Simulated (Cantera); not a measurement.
Feed: 1 mol B2O3, 8.3 mol H2, 2.7 mol H2O, equilibrated at 0.133 bar.

Cantera equilibrium calculation (NASA polynomials, part measured and part estimated; ideal gas, pure solids and liquids). Candidate condensed phases: B, B2O3, B3O3H3, H2O; 23 gas species. Gases not in the tables: H3BO3. Kinetics and transport are ignored.

Question: Which condensed phases are stable at each of these points (T (K)): 1525, 1625, 1725, 1825, 1925, 2025, 2125, 2225?

Answer: 
```
T (K)  condensed phases  B condensed (%)
-----  ----------------  ---------------
1525            B2O3(l)             77.6
1625            B2O3(l)             51.2
1725            B2O3(l)              2.1
1825           gas only              0.0
1925           gas only              0.0
2025           gas only              0.0
2125           gas only              0.0
2225           gas only              0.0
```

From 1525 K to 1725 K the condensed part is B2O3(l). From 1825 K to 2225 K nothing is condensed.
